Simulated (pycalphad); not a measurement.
CALPHAD calculation (pycalphad, COST 507 light-alloy database (1999)), 1 atm. These are 1990s assessments: newer ones move some temperatures and phases. Amounts are mole fractions of atoms. Kinetics are ignored, which matters at the lower temperatures.

Give the equilibrium state of Ti-6.936C (wt.%) at 427 °C.


```
T = 700.00 K, P = 101325 Pa, N = 1 mol of atoms
G = -73221 J/mol, H = -42067 J/mol, S = 44.50 J/(mol K)  (SER reference)
chemical potentials (J/mol): Ti -26765, C -229628
phase             fraction      x(Ti)       x(C)
FCC_A1              0.6296     0.6370     0.3630
HCP_A3              0.3704     0.9988     0.0012
```

Give the equilibrium state of Ti-6.936C (wt.%) at 1227 °C.

FCC_A1, fraction 0.675, with 11.2 C wt.%; BCC_A2, fraction 0.325, with 0.30 C wt.%.

FCC_A1 is fcc; BCC_A2 is bcc; HCP_A3 is hcp. The fcc model also describes the rock-salt carbide or nitride (TiC, TiN, HfC).
